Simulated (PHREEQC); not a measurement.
Make-up at 10 °C: 9.8e-05 mol CO2 and 0.00085 mol ZnBr2 per kg of water. Closed to the air; pH follows from the charge balance.

Computed with PHREEQC (ion-association model, wateq4f.dat).

| Property | Result |
|---|---|
| pH | 5.23 |
| ionic strength | 0.00255 mol/kgw |

```csv
species,molality,activity,log γ
Br-,0.00170,0.00161,-0.024
Zn+2,0.000849,0.000688,-0.092
CO2,9.18e-5,9.19e-5,0.000
H+,6.20e-6,5.89e-6,-0.022
HCO3-,5.66e-6,5.37e-6,-0.023
ZnHCO3+,4.90e-7,4.65e-7,-0.024
```

Precipitation was switched off in this run. Complexes and solids missing from the database can't appear. Constants without temperature data keep their 25 °C values here.
